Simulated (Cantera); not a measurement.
Mixture: CH₄ : H₂ : O₂ : N₂ = 1 : 0.074 : 3.51 : 13.2 (molar parts), equivalence ratio 0.58, at 2.10 bar, adiabatic and at constant pressure. Ignition delay is the time to a rise of 400 K.

Detailed kinetics in Cantera: GRI-Mech 3.0 (53 species, 325 reactions).

Predict: delay at 1450 K; delay at 1525 K; delay at 1600 K; delay at 1675 K; delay at 1750 K; apparent activation energy between 1600 and 1750 K.


- delay at 1450 K: 0.605 ms
- delay at 1525 K: 0.314 ms
- delay at 1600 K: 0.175 ms
- delay at 1675 K: 0.104 ms
- delay at 1750 K: 64.6 µs
- apparent activation energy between 1600 and 1750 K: 150 kJ/mol
